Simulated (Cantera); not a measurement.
An adiabatic, constant-volume homogeneous reactor starts with CH₄ : O₂ : N₂ = 1 : 5 : 18.8 (molar parts), equivalence ratio 0.40, at 1550 K and 5.00 bar. Integrator tolerance rtol = 1e-08.

Detailed kinetics in Cantera: GRI-Mech 3.0 (53 species, 325 reactions).

Task: What does this change do: 0.87 parts CO2 added?

Result: 
```
quantity                                                              before                                      after
---------------------------------  -----------------------------------------  -----------------------------------------
time of steepest temperature rise                                   0.150 ms                                   0.157 ms
temperature at 0.300 s                                                2509 K                                     2461 K
equilibrium temperature                                               2509 K                                     2461 K
x(CH₄) at 0.300 s                      <1e-12 (gas-phase equilibrium <1e-12)      <1e-12 (gas-phase equilibrium <1e-12)
x(O₂) at 0.300 s                         0.111 (gas-phase equilibrium 0.111)        0.108 (gas-phase equilibrium 0.108)
x(CH₂CO) at 0.300 s                    <1e-12 (gas-phase equilibrium <1e-12)      <1e-12 (gas-phase equilibrium <1e-12)
x(O) at 0.300 s                      0.00178 (gas-phase equilibrium 0.00178)    0.00140 (gas-phase equilibrium 0.00140)
x(H) at 0.300 s                    0.000208 (gas-phase equilibrium 0.000208)  0.000150 (gas-phase equilibrium 0.000150)
x(C₂H₆) at 0.300 s                     <1e-12 (gas-phase equilibrium <1e-12)      <1e-12 (gas-phase equilibrium <1e-12)
x(HCN) at 0.300 s                  3.43e-12 (gas-phase equilibrium 3.43e-12)  3.40e-12 (gas-phase equilibrium 3.40e-12)
```

Task: What does this change do: initial temperature 1550 to 1150 K?

Result: 
```csv
quantity,before,after
time of steepest temperature rise,0.150 ms,12.4 ms
temperature at 0.300 s,2509 K,2212 K
equilibrium temperature,2509 K,2212 K
x(CH₄) at 0.300 s,<1e-12 (gas-phase equilibrium <1e-12),<1e-12 (gas-phase equilibrium <1e-12)
x(O₂) at 0.300 s,0.111 (gas-phase equilibrium 0.111),0.116 (gas-phase equilibrium 0.116)
x(CH₂CO) at 0.300 s,<1e-12 (gas-phase equilibrium <1e-12),<1e-12 (gas-phase equilibrium <1e-12)
x(O) at 0.300 s,0.00178 (gas-phase equilibrium 0.00178),0.000322 (gas-phase equilibrium 0.000322)
x(H) at 0.300 s,0.000208 (gas-phase equilibrium 0.000208),1.89e-5 (gas-phase equilibrium 1.89e-5)
x(C₂H₆) at 0.300 s,<1e-12 (gas-phase equilibrium <1e-12),<1e-12 (gas-phase equilibrium <1e-12)
x(HCN) at 0.300 s,3.43e-12 (gas-phase equilibrium 3.43e-12),<1e-12 (gas-phase equilibrium <1e-12)
```
